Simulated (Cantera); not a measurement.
Charge: 1 mol Al, 1.2 mol H₂O, 0.1 mol O₂, at 1673 K and 10.0 mbar.

Equilibrium computed with Cantera from the NASA thermochemical tables; the gas is ideal and each condensed phase is pure. Candidate condensed phases: Al, Al₂O₃, H₂O; 19 gas species. Mutual solubility and eutectic melting of coexisting phases are not modelled. Equilibrium is a limit: real reactors are often held back by kinetics, nucleation or transport.

Base state: H₂ 0.960, Al₂O 0.0205, Al 0.0169, H 0.00112, AlH 0.00109 (mole fractions); condensed: Al(l) + Al₂O₃(s).

Question: What changes in the equilibrium state with this change: temperature from 1673 K to 1525 K?

Answer: 
| species | before | after |
|---|---|---|
| H₂ | 0.960 | 0.996 |
| Al | 0.0169 | 0.00198 |
| Al₂O | 0.0205 | 0.00153 |
| AlH | 0.00109 | 0.000217 |
| H | 0.00112 | 0.000236 |
| Al(l), mol | 0.0101 | 0.0616 |
| Al₂O₃(s), mol | 0.458 | 0.466 |
